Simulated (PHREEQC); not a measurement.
## Reverse-osmosis permeate: speciation

Synthetic water in mg/L, 25 °C, pH 5.76, pe 12.1:

| constituent | mg/L |
|---|---|
| Na | 1.98 |
| K | 5.81 |
| Ca | 2.83 |
| Mg | 0.893 |
| Cl | 2.85 |
| S(6) as SO4 | 11.5 |
| Alkalinity as HCO3 | 8.2 |
| N(5) as NO3 | 0.877 |
| Br | 0.238 |
| B | 0.00329 |
| Cd | 0.0066 |
| Sr | 0.00409 |
| Ni | 0.141 |

Valence states are taken as typed.

Computed with PHREEQC (ion-association model, wateq4f.dat).

Each row changes one thing in this solution. No solid was allowed to form.

```tsv
case	CO2 (mol/kgw)	HCO3- (mol/kgw)	Ni+2 (mol/kgw)	CaSO4 (mol/kgw)	MgSO4 (mol/kgw)	KSO4- (mol/kgw)	SI of Gypsum (CaSO4:2H2O)	SI of Otavite (CdCO3)
as made	0.000515	0.000136	2.27e-6	1.28e-6	7.81e-7	1.09e-7	-3.61	-3.65
pH from 5.76 to 5.5 at the same alkalinity	0.000949	0.000137	2.29e-6	1.28e-6	7.81e-7	1.09e-7	-3.61	-3.90
all concentrations times 4 at the same typed pH	0.00198	0.000535	8.03e-6	1.53e-5	9.29e-6	1.50e-6	-2.53	-2.54
Cl from 2.85 to 8.55 mg/L	0.000515	0.000136	2.27e-6	1.27e-6	7.72e-7	1.08e-7	-3.62	-3.66
```

Complexes and solids missing from the database can't appear.
